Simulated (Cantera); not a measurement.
A closed system holds: 1 mol Si(CH₃)₄, 0.013 mol C₃H₈, a varied amount of H₂, 0.0064 mol C₂H₄, at 2575 K and 1.00 bar.

Equilibrium computed with Cantera from the NASA thermochemical tables; the gas is ideal and each condensed phase is pure. Candidate condensed phases: C, C₆H₆, C₇H₈, C₈H₁₈, Si, SiC; 87 gas species. Gases not in the tables: Si₂H₆ and higher silanes. Equilibrium is a limit: real reactors are often held back by kinetics, nucleation or transport.

**Question.** What share of the Si ends up in condensed phases as a function of n(H₂) (mol), at 2.3, 4.6, 9.4, 19, 39, 79, 160, 320, 660?

**Answer.** 
| n(H₂) (mol) | Si condensed (%) | as |
|---|---|---|
| 2.3 | 95.9 | SiC(s) |
| 4.6 | 94.8 | SiC(s) |
| 9.4 | 92.4 | SiC(s) |
| 19 | 87.7 | SiC(s) |
| 39 | 77.9 | SiC(s) |
| 79 | 58.2 | SiC(s) |
| 160 | 9.5 | SiC(s) |
| 320 | 0.0 | - |
| 660 | 0.0 | - |
